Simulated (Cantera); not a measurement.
A freely propagating, adiabatic, planar premixed flame of CO : H2 : CH4 : O2 : N2 = 1 : 0.086 : 0.38 : 1.65 : 6.2 (molar parts), equivalence ratio 0.79, unburnt at 700 K and 100000 Pa; mixture-averaged transport, grid criteria slope 0.08 and curve 0.16, no radiation.

Detailed kinetics in Cantera: GRI-Mech 3.0 (53 species, 325 reactions). Burning velocities carry a grid error of a few per cent, more on coarse grids.

### Question
What does this change do: N2 6.2 to 4.7 parts?

### Answer
```csv
quantity,before,after
laminar burning velocity,207 cm/s,278 cm/s
thermal thickness,0.373 mm,0.301 mm
peak x(HO2),0.000167,0.000218
peak x(CH2CO),1.21e-5,1.62e-5
```
